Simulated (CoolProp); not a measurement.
Octamethylcyclotetrasiloxane (D4) along the isotherm 616.1 K: density (kg/m³) from the reference equation and from simpler models built on Tc = 586.5 K, pc = 1.347 MPa, ω = 0.598; each cubic takes its own stable root.

Computed with CoolProp (reference Helmholtz-energy equation of state, Thol 2015).

```csv
p (MPa),phase,reference
0.0612,gas,3.592
0.122,gas,7.259
0.184,gas,11.11
0.245,gas,15.01
0.306,gas,19.03
0.367,gas,23.19
0.429,gas,27.55
0.49,gas,32.01
0.551,gas,36.63
0.612,gas,41.43
0.674,gas,46.51
```

Q: How far does each simpler model (ideal gas, van der Waals, Redlich-Kwong, Soave-Redlich-Kwong, Peng-Robinson) lie from the reference over these 11 states: mean and median of the absolute difference, and the worst?

A: 
- ideal gas: mean 8.5 %, median 8.4 %, worst -16.1 % at 616.1 K and 0.674 MPa
- van der Waals: mean 0.8 %, median 0.8 %, worst -1.3 % at 616.1 K and 0.674 MPa
- Redlich-Kwong: mean 0.1 %, median 0.1 %, worst +0.3 % at 616.1 K and 0.674 MPa
- Soave-Redlich-Kwong: mean 0.5 %, median 0.5 %, worst -1.0 % at 616.1 K and 0.674 MPa
- Peng-Robinson: mean 0.6 %, median 0.6 %, worst +1.0 % at 616.1 K and 0.674 MPa
